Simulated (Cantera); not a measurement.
A perfectly stirred reactor is fed with 30.5 % H2, 69.3 % O2, 0.180 % H2O, at 0.0267 bar; it is held at 1025 K, and followed from long to short residence time.

Model: the H2/O2 subset of GRI-Mech 3.0, which has no nitrogen chemistry, integrated in Cantera. Radical loss at walls, strong at low pressure, is not modelled. The temperature is held fixed by assumption; the heat of reaction is taken as removed at once.

Question: Predict: x(H2) at τ = 15.0 s; x(O2) at τ = 15.0 s; x(HO2) at τ = 15.0 s; x(H2O) at τ = 15.0 s; x(H) at τ = 15.0 s; x(H2) at τ = 40.0 ms; x(O2) at τ = 40.0 ms; x(HO2) at τ = 40.0 ms; x(H2O) at τ = 40.0 ms; x(H) at τ = 40.0 ms.

Answer: 
```
Quantity                  Value
---------------------  --------
x(H2) at τ = 15.0 s    0.000242
x(O2) at τ = 15.0 s       0.638
x(HO2) at τ = 15.0 s    5.20e-6
x(H2O) at τ = 15.0 s      0.362
x(H) at τ = 15.0 s      8.10e-6
x(H2) at τ = 40.0 ms    0.00911
x(O2) at τ = 40.0 ms      0.635
x(HO2) at τ = 40.0 ms   3.42e-5
x(H2O) at τ = 40.0 ms     0.347
x(H) at τ = 40.0 ms     0.00297
```
